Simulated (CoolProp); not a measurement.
Vapour-liquid equilibrium of R1234yf (1) + R134a (2) at -52.55 °C; x and y are mole fractions of (1).

Computed with CoolProp (multi-fluid Helmholtz-energy mixture model, Lemmon 2022 and Tillner-Roth 1994; pair parameters Bell 2022).

**Question.** Give the bubble pressure and the first vapour's composition at x = 0.05, 0.2, 0.65. Is there an azeotrope?

**Answer.** x = 0.05: 26.29 kPa, y = 0.083; x = 0.2: 28.58 kPa, y = 0.279; x = 0.65: 32.13 kPa, y = 0.681. y crosses x between x = 0.8 and 0.95: the model has an azeotrope there.

Pair parameters are fitted to limited data, so mixtures are less certain than the pure fluids.
